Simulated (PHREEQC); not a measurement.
Consider water at 66 °C with 8.2e-05 mol PbCl2, 0.00062 mol HBF4, 0.00019 mol Cu(NO3)2 and 1e-05 mol CaSO4 per kg of water. Closed to the air; pH follows from the charge balance.

Computed with PHREEQC (ion-association model, wateq4f.dat).

No solid was allowed to form.

### Question
Predict the pH, ionic strength.

### Answer
pH 3.14; ionic strength 0.00160 mol/kgw.

### Question
In which forms is Ca present?

### Answer
Ca+2 99 %, CaF+ 1.2 % of the Ca.

Constants without temperature data keep their 25 °C values here. Real BF4- forms and hydrolyses slowly; the run takes it at equilibrium.
